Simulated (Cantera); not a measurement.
An isothermal, constant-pressure homogeneous reactor starts with 65.8 % CH4, 34.2 % CO2, at 1350 K and 0.890 bar.

Model: GRI-Mech 3.0 (53 species, 325 reactions), integrated in Cantera. GRI-Mech 3.0 stops at C3 and has no aromatics, soot or wall deposition, so with more carbon than oxygen in the feed, carbon stays in small species such as C2H2 where larger ones or solid carbon would form.

x: mole fraction; the columns are a selection and need not sum to one.

```json
[
 {"t (s)": "8.00e-6", "x CH4": "0.658", "x CO2": "0.342", "x CH2CO": "<1e-12", "x C2H4": "<1e-12", "x CO": "3.50e-10", "x CH2O": "<1e-12"},
 {"t (s)": "2.97e-5", "x CH4": "0.658", "x CO2": "0.342", "x CH2CO": "<1e-12", "x C2H4": "7.23e-12", "x CO": "1.31e-9", "x CH2O": "<1e-12"},
 {"t (s)": "0.000110", "x CH4": "0.658", "x CO2": "0.342", "x CH2CO": "<1e-12", "x C2H4": "4.39e-10", "x CO": "4.89e-9", "x CH2O": "5.92e-12"},
 {"t (s)": "0.000408", "x CH4": "0.658", "x CO2": "0.342", "x CH2CO": "<1e-12", "x C2H4": "2.16e-8", "x CO": "1.86e-8", "x CH2O": "2.65e-10"},
 {"t (s)": "0.00151", "x CH4": "0.658", "x CO2": "0.342", "x CH2CO": "<1e-12", "x C2H4": "5.43e-7", "x CO": "7.83e-8", "x CH2O": "[?]"},
 {"t (s)": "0.00560", "x CH4": "0.658", "x CO2": "0.342", "x CH2CO": "<1e-12", "x C2H4": "4.41e-6", "x CO": "3.38e-7", "x CH2O": "[?]"},
 {"t (s)": "0.0208", "x CH4": "0.657", "x CO2": "0.342", "x CH2CO": "2.33e-12", "x C2H4": "3.38e-5", "x CO": "1.60e-6", "x CH2O": "[?]"},
 {"t (s)": "0.0770", "x CH4": "0.656", "x CO2": "0.342", "x CH2CO": "6.47e-11", "x C2H4": "0.000347", "x CO": "1.15e-5", "x CH2O": "[?]"},
 {"t (s)": "0.286", "x CH4": "0.647", "x CO2": "0.341", "x CH2CO": "2.33e-9", "x C2H4": "0.00233", "x CO": "0.000132", "x CH2O": "[?]"},
 {"t (s)": "1.06", "x CH4": "0.614", "x CO2": "0.333", "x CH2CO": "7.59e-8", "x C2H4": "0.00482", "x CO": "0.00169", "x CH2O": "[?]"},
 {"t (s)": "3.92", "x CH4": "0.518", "x CO2": "0.298", "x CH2CO": "1.00e-6", "x C2H4": "0.00781", "x CO": "0.0170", "x CH2O": "[?]"},
 {"t (s)": "14.6", "x CH4": "0.325", "x CO2": "0.178", "x CH2CO": "7.32e-6", "x C2H4": "0.0220", "x CO": "0.101", "x CH2O": "[?]"},
 {"t (s)": "53.9", "x CH4": "0.187", "x CO2": "0.0668", "x CH2CO": "1.29e-5", "x C2H4": "0.0333", "x CO": "0.203", "x CH2O": "[?]"},
 {"t (s)": "200", "x CH4": "0.191", "x CO2": "0.0493", "x CH2CO": "5.74e-6", "x C2H4": "0.0259", "x CO": "0.264", "x CH2O": "[?]"}
]
```

Complete the blanks.


- 0.00151, x CH2O: 6.22e-9
- 0.00560, x CH2O: 4.09e-8
- 0.0208, x CH2O: 1.69e-7
- 0.0770, x CH2O: 4.29e-7
- 0.286, x CH2O: 5.23e-7
- 1.06, x CH2O: 4.26e-7
- 3.92, x CH2O: 2.77e-7
- 14.6, x CH2O: 2.02e-7
- 53.9, x CH2O: 1.47e-7
- 200, x CH2O: 9.33e-8
